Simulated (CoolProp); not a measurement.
A single-stage vapour-compression cycle with the fluid: evaporating at 203.15 K (dew point), condensing at 238.15 K (bubble point), superheat 0 K, subcooling 5 K, compressor efficiency 0.75, no pressure losses. The same conditions are run with several fluids, on thermodynamics alone (safety and materials aside).

The numbers come from the reference Helmholtz-energy equation of state of each fluid (hydrogen sulfide: Lemmon 2006; CH3F (R41): Lemmon 2006; fluoroethane (R161): Wu 2012; R125: Lemmon 2005; propane: Lemmon 2009; R143a: Lemmon and Jacobsen 2000) in CoolProp.

```tsv
fluid	cooling COP	pressure ratio	discharge temperature (K)	refrigerating effect (kJ/kg)	volumetric capacity (kJ/m³)
hydrogen sulfide	3.76	5.21	337.7	498	…
CH3F (R41)	3.75	…	309.0	412	…
fluoroethane (R161)	3.90	…	297.7	…	…
R125	3.90	6.15	260.2	142	310
propane	3.96	5.62	274.4	387	250
R143a	3.93	5.85	270.6	202	…
```

Q: Some entries are withheld; supply them.

A: 
- hydrogen sulfide, volumetric capacity (kJ/m³): 615
- CH3F (R41), pressure ratio: 4.38
- CH3F (R41), volumetric capacity (kJ/m³): 1380
- fluoroethane (R161), pressure ratio: 6.59
- fluoroethane (R161), refrigerating effect (kJ/kg): 400
- fluoroethane (R161), volumetric capacity (kJ/m³): 198
- R143a, volumetric capacity (kJ/m³): 308
